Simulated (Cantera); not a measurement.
An adiabatic, constant-volume homogeneous reactor starts with 19.5 % CH₄, 16.9 % O₂, 63.6 % N₂, equivalence ratio 2.3, at 1075 K and 7500 Torr.

Cantera simulation using GRI-Mech 3.0 (53 species, 325 reactions); the numbers are that mechanism's predictions, not measurements.

Problem. Predict: time of steepest temperature rise; temperature at 0.200 s; equilibrium temperature; x(CH₄) at 0.200 s; x(O₂) at 0.200 s; x(CO₂) at 0.200 s; x(NO) at 0.200 s; x(OH) at 0.200 s.

Solution. 
| Property | Value |
|---|---|
| time of steepest temperature rise | 37.7 ms |
| temperature at 0.200 s | 2309 K |
| equilibrium temperature | 2309 K |
| x(CH₄) at 0.200 s | 7.06e-8 (gas-phase equilibrium 7.84e-8) |
| x(O₂) at 0.200 s | 4.47e-8 (gas-phase equilibrium 4.47e-8) |
| x(CO₂) at 0.200 s | 0.0128 (gas-phase equilibrium 0.0128) |
| x(NO) at 0.200 s | 6.02e-6 (gas-phase equilibrium 6.02e-6) |
| x(OH) at 0.200 s | 7.39e-5 (gas-phase equilibrium 7.39e-5) |
